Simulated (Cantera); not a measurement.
**Equilibrium for silicon etching in halogen gases: Si + HBr**

Input: 1 mol Si, 5.9 mol HBr, at 120 Pa.

Equilibrium computed with Cantera from the NASA thermochemical tables; the gas is ideal and each condensed phase is pure. Candidate condensed phases: Br₂, Si; 19 gas species. The tables' values for SiBr₃ are old estimates; treat these amounts as uncertain. Equilibrium is a limit: real reactors are often held back by kinetics, nucleation or transport.

From 577 °C to 877 °C nothing is condensed. The main Si-bearing gas is SiBr₄ throughout.

```json
[
 {"T (°C)": "577", "x HBr": "0.388", "x H₂": "0.408", "x SiBr₄": "0.204", "x SiBr₂": "3.48e-6", "x SiBr₃": "2.72e-5", "x SiHBr₃": "0.000199", "x Br": "2.70e-6"},
 {"T (°C)": "627", "x HBr": "0.388", "x H₂": "0.408", "x SiBr₄": "0.204", "x SiBr₂": "3.15e-5", "x SiBr₃": "0.000105", "x SiHBr₃": "0.000344", "x Br": "8.88e-6"},
 {"T (°C)": "677", "x HBr": "0.389", "x H₂": "0.407", "x SiBr₄": "0.203", "x SiBr₂": "0.000223", "x SiBr₃": "0.000351", "x SiHBr₃": "0.000558", "x Br": "2.59e-5"},
 {"T (°C)": "727", "x HBr": "0.391", "x H₂": "0.405", "x SiBr₄": "0.201", "x SiBr₂": "0.00127", "x SiBr₃": "0.00102", "x SiHBr₃": "0.000847", "x Br": "6.83e-5"},
 {"T (°C)": "777", "x HBr": "0.400", "x H₂": "0.397", "x SiBr₄": "0.193", "x SiBr₂": "0.00566", "x SiBr₃": "0.00253", "x SiHBr₃": "0.00117", "x Br": "0.000168"},
 {"T (°C)": "827", "x HBr": "0.423", "x H₂": "0.377", "x SiBr₄": "0.175", "x SiBr₂": "0.0185", "x SiBr₃": "0.00514", "x SiHBr₃": "0.00136", "x Br": "0.000404"},
 {"T (°C)": "877", "x HBr": "0.463", "x H₂": "0.342", "x SiBr₄": "0.143", "x SiBr₂": "0.0425", "x SiBr₃": "0.00820", "x SiHBr₃": "0.00127", "x Br": "0.000960"}
]
```
x: gas mole fraction; nothing condenses.
